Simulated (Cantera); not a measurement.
A freely propagating, adiabatic, planar premixed flame of 35.9 % H2, 11.2 % O2, 52.8 % N2, unburnt at 350 K and 15000 Pa; mixture-averaged transport, grid criteria slope 0.08 and curve 0.16, no radiation.

Cantera simulation using the H2/O2 subset of GRI-Mech 3.0, which has no nitrogen chemistry; the numbers are that mechanism's predictions, not measurements. Burning velocities carry a grid error of a few per cent, more on coarse grids.

x: mole fraction of selected species; z is measured from the peak of heat release.

```tsv
z (mm)	T (K)	u (m/s)	x H2	x O2	x HO2	x H2O2	x OH	x H2O
-13.9	350	2.58	0.359	0.112	<1e-8	<1e-8	<1e-8	<1e-8
-9.28	350	2.58	0.359	0.112	<1e-8	<1e-8	<1e-8	<1e-8
-6.96	350	2.58	0.359	0.112	<1e-8	<1e-8	<1e-8	<1e-8
-4.64	350	2.58	0.359	0.112	<1e-8	<1e-8	<1e-8	<1e-8
-2.32	356	2.62	0.358	0.112	5.47e-5	2.83e-6	1.06e-5	0.000114
-1.16	588	4.23	0.328	0.107	5.28e-5	2.06e-5	0.000561	0.0173
0	1005	7.03	0.221	0.0711	___	2.99e-7	0.00125	0.0970
1.16	1267	8.78	0.123	0.0152	___	2.95e-7	0.00300	0.203
2.32	1370	9.43	0.108	0.00415	___	2.50e-7	0.00355	0.225
4.64	1474	10.1	0.112	0.00254	___	2.18e-7	0.00424	0.230
9.28	1589	10.8	0.120	0.00193	___	1.53e-7	0.00478	0.233
18.6	1706	11.5	0.127	0.00129	___	8.69e-8	0.00489	0.237
37.1	1815	12.1	0.134	0.000737	___	4.39e-8	0.00443	0.241
```

Problem. Complete the blanks.

Solution. 
- 0, x HO2: 1.50e-5
- 1.16, x HO2: 2.95e-6
- 2.32, x HO2: 7.45e-7
- 4.64, x HO2: 4.04e-7
- 9.28, x HO2: 2.75e-7
- 18.6, x HO2: 1.72e-7
- 37.1, x HO2: 9.90e-8
